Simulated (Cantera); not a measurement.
A freely propagating, adiabatic, planar premixed flame of CH4 : CO : O2 : N2 : CO2 = 1 : 0.1 : 2.07 : 7.79 : 0.041 (molar parts), equivalence ratio 0.99, unburnt at 423 K and 0.987 atm; mixture-averaged transport, grid criteria slope 0.08 and curve 0.16, no radiation.

Cantera simulation using GRI-Mech 3.0 (53 species, 325 reactions); the numbers are that mechanism's predictions, not measurements. Burning velocities carry a grid error of a few per cent, more on coarse grids.

**Question.** Predict: laminar burning velocity; thermal thickness; peak x(H2); peak x(HCN); peak x(C2H6).

**Answer.** 
```json
{
  "laminar_burning_velocity": "68.0 cm/s",
  "thermal_thickness": "0.390 mm",
  "peak x(H2)": "0.0196",
  "peak x(HCN)": "2.89e-6",
  "peak x(C2H6)": "0.000877"
}
```
